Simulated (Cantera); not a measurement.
**Thermodynamics of halide evaporation, hydrolysis and transport, feed MgCl2 + O2 + N2**

Input: 1 mol MgCl2, 1.8 mol O2, 120 mol N2, equilibrated at 1.60 mbar.

Cantera equilibrium calculation (NASA polynomials, part measured and part estimated; ideal gas, pure solids and liquids). Candidate condensed phases: Mg, MgCl2, MgO; 18 gas species. Kinetics and transport are ignored.

From 800 °C to 1800 °C the condensed part is MgO(s). From 1900 °C to 2000 °C nothing is condensed. The main Mg-bearing gas is MgCl2 at 800 °C and Mg at 2000 °C.

| T (°C) | log p N2 | log p Cl | log p O2 | log p O | log p Mg | log p Cl2 | log p NO | log p MgCl2 | n MgO(s) |
|---|---|---|---|---|---|---|---|---|---|
| 800 | -2.80 | -5.46 | -4.76 | -11.29 | <-14 | -4.98 | -7.57 | -6.13 | 0.943 |
| 900 | -2.81 | -5.06 | -4.74 | -10.22 | <-14 | -5.23 | -7.18 | -5.55 | 0.785 |
| 1000 | -2.81 | -4.88 | -4.72 | -9.33 | <-14 | -5.72 | -6.85 | -5.35 | 0.657 |
| 1100 | -2.81 | -4.80 | -4.72 | -8.57 | -14.73 | -6.32 | -6.58 | -5.34 | 0.651 |
| 1200 | -2.81 | -4.76 | -4.73 | -7.92 | -12.83 | -6.88 | -6.35 | -5.39 | 0.686 |
| 1300 | -2.81 | -4.73 | -4.74 | -7.35 | -11.17 | -7.39 | -6.15 | -5.45 | 0.725 |
| 1400 | -2.81 | -4.70 | -4.75 | -6.85 | -9.71 | -7.85 | -5.97 | -5.51 | 0.761 |
| 1500 | -2.81 | -4.69 | -4.76 | -6.41 | -8.41 | -8.26 | -5.82 | -5.57 | 0.790 |
| 1600 | -2.81 | -4.67 | -4.78 | -6.02 | -7.26 | -8.63 | -5.68 | -5.62 | 0.811 |
| 1700 | -2.81 | -4.66 | -4.80 | -5.67 | -6.22 | -8.97 | -5.56 | -5.68 | 0.785 |
| 1800 | -2.81 | -4.66 | -4.79 | -5.33 | -5.29 | -9.28 | -5.44 | -5.75 | 0.445 |
| 1900 | -2.81 | -4.62 | -4.79 | -5.04 | -4.93 | -9.50 | -5.34 | -6.21 | 0 |
| 2000 | -2.82 | -4.60 | -4.89 | -4.82 | -4.91 | -9.73 | -5.29 | -6.99 | 0 |
log p: log10 of the partial pressure in bar; n: condensed amount in mol.
